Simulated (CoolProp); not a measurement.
cis-2-butene at 298.15 K and 0.143 MPa is throttled through a valve to 0.0695 MPa with no heat exchange. Each further row changes one setting.

Values from CoolProp's reference Helmholtz-energy equation of state, Lemmon 2005. It is a short technical equation, of lower accuracy than the large ones.

| case | temperature change (K) | final density (kg/m³) |
|---|---|---|
| as stated | -2.5 | ? |
| outlet pressure 0.0209 MPa | ? | ? |
| outlet pressure 0.0904 MPa | ? | ? |

**Question.** Complete the blanks.

**Answer.** 
- as stated, final density (kg/m³): 1.62
- outlet pressure 0.0209 MPa, temperature change (K): -4.2
- outlet pressure 0.0209 MPa, final density (kg/m³): 0.483
- outlet pressure 0.0904 MPa, temperature change (K): -1.8
- outlet pressure 0.0904 MPa, final density (kg/m³): 2.12
